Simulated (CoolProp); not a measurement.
Saturation properties of water (Tc = 647.1 K, pc = 22.06 MPa, ω = 0.344).

Computed with CoolProp (reference Helmholtz-energy equation of state, Wagner 2002).

```tsv
T (K)	p (MPa)	vapour density (kg/m³)	enthalpy of vaporisation (kJ/kg)	liquid cp (kJ/(kg K))	surface tension (mN/m)
303.9	0.004433	0.03167	2428	4.180	71.2
317.2	0.009136	0.06261	2396	4.180	69.0
330.5	0.01762	0.1161	2364	4.184	66.8
343.8	0.03209	0.2037	2331	4.191	64.4
357.1	0.05553	0.3405	2298	4.200	62.0
370.4	0.09186	0.5453	2264	4.213	59.5
383.7	0.1460	0.8413	2228	4.229	56.8
397	0.2241	1.256	2191	4.250	54.1
410.3	0.3333	1.822	2153	4.276	51.4
423.6	0.4819	2.577	2112	4.308	48.5
```

It boils at 373.1 K under 1 atm.

Surface tension comes from a separate correlation (Mulero 2012).
